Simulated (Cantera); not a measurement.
## Si + HCl + N₂ (silicon etching in halogen gases)

Charge: 1 mol Si, a varied amount of HCl, 0.2 mol N₂, at 0.000370 bar.

These are equilibrium values from Cantera (NASA tables, ideal gas, pure condensed phases), not measurements of a reactor. Candidate condensed phases: NH₄Cl, Si, Si₃N₄; 28 gas species. N₂ is the only nitrogen source here; it is nearly inert below about 1500 K, so the nitride shown seldom forms there in practice. The tables' values for SiCl₃ are old estimates. Equilibrium is a limit: real reactors are often held back by kinetics, nucleation or transport.

Stable condensed phases:

```
T in K \ n(HCl) in mol
         3.2 3.8 4.5 5.3 6.3 7.5 8.9  11  13  15  18
   1623    A   A   A   A   A   A   A   A   A   A   A
   1523    A   A   A   A   A   A   A   A   A   A   A
   1423    A   A   A   A   A   A   A   A   A   A   A
   1323    B   B   A   A   A   A   A   A   A   A   A
   1223    B   B   B   B   A   A   A   A   A   A   A
   1123    B   B   B   B   B   A   A   A   A   A   A
   1023    B   B   B   B   B   A   A   A   A   A   A
    923    B   B   B   B   B   A   A   A   A   A   A
    823    B   B   B   B   B   A   A   A   A   A   A
    723    B   B   B   B   A   A   A   A   A   A   A
```

A: gas only; B: Si₃N₄.
